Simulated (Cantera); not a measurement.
Cantera run, input and output.

```python
import numpy as np
import cantera as ct

surf = ct.Interface("ptcombust.yaml", "Pt_surf")
gas = surf.adjacent["gas"]
gas.TPX = 300, 3100, {'H2': 0.017, 'O2': 0.055, 'N2': 0.79}
jet = ct.ImpingingJet(gas=gas, width=0.062, surface=surf)
jet.inlet.mdot, jet.inlet.T, jet.inlet.X = 0.084, 300, {'H2': 0.017, 'O2': 0.055, 'N2': 0.79}
jet.set_refine_criteria(ratio=10, slope=0.2, curve=0.3)
show, cover = ['H2', 'O2', 'H2O', 'OH'], ["PT(S)", "H(S)", "O(S)", "OH(S)", "CO(S)", "C(S)"]

rows = []
print(f"{'Ts/K':>7s}" + "".join(f"{s:>11s}" for s in show + cover) + "   (gas at the wall, coverages)")
for i, Ts in enumerate([700, 750, 800, 850, 900, 950, 1000, 1050]):
    jet.surface.T = Ts
    if i == 0:
        surf.TP = Ts, 3100
        surf.coverages = "PT(S):0.5, O(S):0.5"
        surf.advance_coverages(1.0)
        jet.set_initial_guess(products="inlet")
    jet.solve(loglevel=0, auto=(i == 0))
    rows.append([*(jet.X[gas.species_index(s), -1] for s in show), *surf[cover].coverages])
    print(f"{Ts:7g}" + "".join(f"{x:11.3e}" for x in rows[-1]))
```

Output:

```
   Ts/K         H2         O2        H2O         OH      PT(S)       H(S)       O(S)      OH(S)      CO(S)       C(S)   (gas at the wall, coverages)
    700  2.819e-03  4.577e-02  3.242e-02  1.449e-10  1.191e-01  5.139e-09  8.789e-01  2.040e-03 -6.845e-24 -6.249e-32
    750  2.514e-03  4.548e-02  3.283e-02  9.091e-10  1.411e-01  1.039e-08  8.573e-01  1.601e-03  5.265e-18  6.908e-30
    800  2.042e-03  4.502e-02  3.358e-02  4.253e-09  1.847e-01  2.379e-08  8.140e-01  1.355e-03  3.723e-19  4.033e-26
    850  1.627e-03  4.460e-02  3.423e-02  1.583e-08  2.451e-01  5.424e-08  7.537e-01  1.176e-03  3.981e-16  2.347e-26
    900  1.330e-03  4.431e-02  3.467e-02  5.044e-08  3.143e-01  1.143e-07  6.847e-01  1.019e-03  8.225e-17  7.796e-28
    950  1.125e-03  4.412e-02  3.494e-02  1.409e-07  3.872e-01  2.210e-07  6.120e-01  8.755e-04  9.665e-16  4.133e-25
   1000  9.809e-04  4.398e-02  3.511e-02  3.526e-07  4.604e-01  3.968e-07  5.388e-01  7.472e-04  1.167e-15  9.741e-26
   1050  8.935e-04  4.366e-02  3.549e-02  8.012e-07  5.335e-01  6.788e-07  4.658e-01  6.361e-04  4.998e-20  8.015e-26
```

Detailed kinetics in Cantera: Deutschmann's 1995 Pt surface mechanism with GRI-Mech 3.0 gas chemistry. Catalytic surfaces can have several steady states; this one follows from the mechanism file's or the stated starting coverage.
